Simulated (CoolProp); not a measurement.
Vapour pressure (bar) of hydrogen chloride: the reference equation beside estimates from Tc = 51.5 °C, pc = 83.14 bar, ω = 0.130. Clausius-Clapeyron is anchored at 2.65 °C with a constant enthalpy of vaporisation of 11.12 kJ/mol.

Model: reference Helmholtz-energy equation of state, Thol 2018, in CoolProp.

```tsv
T (°C)	reference	Clausius-Clapeyron	Soave-Redlich-Kwong
-21.35	14.18	17.46	14.39
-13.35	17.97	20.57	18.30
-5.35	22.46	23.99	22.93
2.65	27.73	27.73	28.35
10.65	33.87	31.79	34.64
18.65	40.97	36.18	41.88
26.65	49.15	40.89	50.13
34.65	58.53	45.92	59.48
42.65	69.29	51.27	69.99
```

Absolute difference from the reference over all 9 rows, mean and median: Clausius-Clapeyron 14.1 and 14.5 %, Soave-Redlich-Kwong 1.9 and 2.0 %.
